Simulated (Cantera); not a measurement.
Feed: 1 mol AlCl₃, 1.9 mol H₂O, 400 mol H₂, held at 0.435 Torr.

Cantera equilibrium calculation (NASA polynomials, part measured and part estimated; ideal gas, pure solids and liquids). Candidate condensed phases: Al, AlCl₃, Al₂O₃, H₂O; 29 gas species. The tables' values for AlOH are old estimates; treat these amounts as uncertain. Rates play no part.

x: gas mole fraction; n: condensed amount in mol.

| T (K) | x H₂ | x H | x HCl | x H₂O | n Al₂O₃(s) |
|---|---|---|---|---|---|
| 1398 | 0.991 | 0.000196 | 0.00743 | 0.000992 | 0.500 |
| 1448 | 0.991 | 0.000381 | 0.00743 | 0.000992 | 0.500 |
| 1498 | 0.991 | 0.000710 | 0.00743 | 0.000992 | 0.500 |
| 1548 | 0.990 | 0.00127 | 0.00742 | 0.000995 | 0.499 |
| 1598 | 0.989 | 0.00220 | 0.00741 | 0.00100 | 0.498 |
| 1648 | 0.988 | 0.00368 | 0.00738 | 0.00103 | 0.495 |
| 1698 | 0.986 | 0.00596 | 0.00732 | 0.00109 | 0.487 |
| 1748 | 0.982 | 0.00940 | 0.00720 | 0.00120 | 0.470 |
| 1798 | 0.977 | ___ | 0.00703 | ___ | 0.442 |
| 1848 | 0.969 | 0.0217 | 0.00677 | 0.00171 | 0.399 |
| 1898 | 0.959 | ___ | 0.00643 | ___ | ___ |
| 1948 | 0.944 | 0.0456 | 0.00602 | 0.00270 | 0.255 |

Q: Fill in the missing entries.

A: 
- 1798, x H: 0.0144
- 1798, x H₂O: 0.00141
- 1898, x H: 0.0318
- 1898, x H₂O: 0.00214
- 1898, n Al₂O₃(s): 0.338
